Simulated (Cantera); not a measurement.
Counterflow diffusion flame

A counterflow diffusion flame at 100000 Pa, nozzles 20 mm apart: fuel side 87.7 % CO, 12.3 % H2 at 400 K, oxidiser side 18.0 % O2, 82.0 % N2 at 450 K, fuel mass flux 1.1 times the oxidiser's; mixture-averaged transport, no radiation.

Cantera simulation using GRI-Mech 3.0 (53 species, 325 reactions); the numbers are that mechanism's predictions, not measurements. The maximum strain rate includes the flame's own expansion and is several times the mean.

```csv
oxidiser flux (kg/m²/s),max strain (1/s),mean strain (1/s),T max (K),peak x OH,peak x H,peak x NO,peak x CO
0.6,313,83.3,1939,0.00563,0.00837,5.99e-5,0.885
0.88,445,122,1892,0.00557,0.00961,5.05e-5,0.886
1.3,641,180,1843,0.00546,0.0110,4.32e-5,0.885
1.9,917,264,1792,0.00524,0.0124,3.69e-5,0.885
2.8,1320,389,1736,0.00494,0.0138,3.10e-5,0.885
4.2,1940,583,1674,0.00457,0.0152,2.50e-5,0.885
6.1,2750,847,1612,0.00411,0.0160,1.92e-5,0.884
```
x: mole fraction; the columns are a selection and need not sum to one.
